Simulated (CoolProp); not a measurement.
The fluid at 293.15 K and 5.36 MPa is throttled through a valve to 2.15 MPa with no heat exchange. The same conditions are run with several fluids, on thermodynamics alone (safety and materials aside).

Computed with CoolProp (reference Helmholtz-energy equation of state of each fluid (R113: Marx 1992; o-xylene: Zhou 2012; R245ca: Zhou 2016; R22: Kamei 1995; chloromethane (R40): Thol 2014)).

```
fluid                temperature change (K)  final density (kg/m³)
-------------------  ----------------------  ---------------------
R113                                   +1.3                   1580
o-xylene                               +1.5                    880
R245ca                                 +0.8                   1400
R22                                    +0.3                   1220
chloromethane (R40)                    +0.8                    924
```
